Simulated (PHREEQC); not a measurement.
Make-up at 20 °C: 0.019 mol/kgw FeCl3, 0.007 mol/kgw H3AsO4, 0.26 mol/kgw NaH2PO4 and 6.5e-05 mol/kgw Na2SO4. Closed to the air; pH follows from the charge balance.

The numbers come from PHREEQC with the ion-association model, wateq4f.dat.

No solid was allowed to form.

Task: Order these S species by the share of S that they hold, largest first: HSO4-, SO4-2, NaSO4-.

Result: SO4-2 (75 %), NaSO4- (24 %), HSO4- (0.70 %)

The pH is 3.52 and the ionic strength 0.318 mol/kgw. Examples of supersaturated solids here: Strengite, Hematite (slow to form). Others may be too. Species that the database lacks are ignored. The database's scorodite may be far more soluble than the real mineral, and it has no iron arsenate complexes; the constant wasn't checked at its source. H3PO4, which wateq4f.dat lacks, is added to it with the constant of phreeqc.dat.
